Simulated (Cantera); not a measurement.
An adiabatic, constant-pressure homogeneous reactor starts with C₂H₄ : O₂ : N₂ : H₂O = 1 : 1.58 : 5.37 : 0.73 (molar parts), at 975 K and 1600000 Pa. Integrator tolerance rtol = 1e-08.

Computed with Cantera and GRI-Mech 3.0 (53 species, 325 reactions). GRI-Mech 3.0 was tuned for natural gas; its chemistry of ethylene as a main component is partial and can be far from experiment. The pressure lies above the range GRI-Mech 3.0 was tuned for (to about 10 atm). Below about 1000 K GRI-Mech 3.0 lacks low-temperature oxidation paths.

| quantity | before | after |
|---|---|---|
| time of steepest temperature rise | 9.08 ms | 0.280 s |
| temperature at 4.00 s | 2432 K | 2398 K |
| equilibrium temperature | 2432 K | 2398 K |
| x(C₂H₄) at 4.00 s | <1e-12 (gas-phase equilibrium <1e-12) | <1e-12 (gas-phase equilibrium <1e-12) |
| x(O₂) at 4.00 s | 1.90e-6 (gas-phase equilibrium 1.90e-6) | 2.61e-5 (gas-phase equilibrium 2.61e-5) |
| x(H₂O) at 4.00 s | 0.151 (gas-phase equilibrium 0.151) | 0.149 (gas-phase equilibrium 0.149) |
| x(H₂) at 4.00 s | 0.118 (gas-phase equilibrium 0.118) | 0.116 (gas-phase equilibrium 0.116) |
| x(HCN) at 4.00 s | 1.06e-6 (gas-phase equilibrium 1.06e-6) | 5.31e-8 (gas-phase equilibrium 5.31e-8) |
| x(O) at 4.00 s | 3.56e-6 (gas-phase equilibrium 3.56e-6) | 4.90e-5 (gas-phase equilibrium 4.90e-5) |
| x(C₂H) at 4.00 s | <1e-12 (gas-phase equilibrium <1e-12) | <1e-12 (gas-phase equilibrium <1e-12) |

Q: Which change was made?
A) constant volume in place of constant pressure
B) initial temperature 975 to 1348 K
C) pressure from 1600000 Pa to 101000 Pa
D) pressure from 1600000 Pa to 81000 Pa

A: D, pressure from 1600000 Pa to 81000 Pa
